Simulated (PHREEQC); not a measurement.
0.11 g of hydrous ferric oxide (600 m²/g; 0.2 weak and 0.005 strong sites per Fe, Dzombak-Morel constants, diffuse double layer) in 1 kg of water with 0.005 mol/kgw of an inert sodium salt and 1.2e-06 mol CuCl2, 5.9e-05 mol Ag2SO4 and 1.5e-05 mol Na2SO4, at 25 °C; the pH is set by adding NaOH or the inert anion's acid. O2 is buffered at 0.21 atm. The system is closed to CO2. Precipitation was switched off in this run.

The series has 17 steps of pH, from 3 to 9.

Model: ion-association model, wateq4f.dat, run in PHREEQC.

Near which pH is half of the Cu sorbed, and on which side is more sorbed?

Near pH 5.0, with more sorbed at higher pH.

Near which pH is half of the S sorbed, and on which side is more sorbed?

Near pH 5.9, with more sorbed at lower pH.

Along this series the solution becomes supersaturated in solids that the run did not let form, among them Cerargyrite. The database's constant for dissolved Cu(OH)2 is higher than later reviews accept. The oxide is taken as insoluble; below pH 4 it would dissolve.
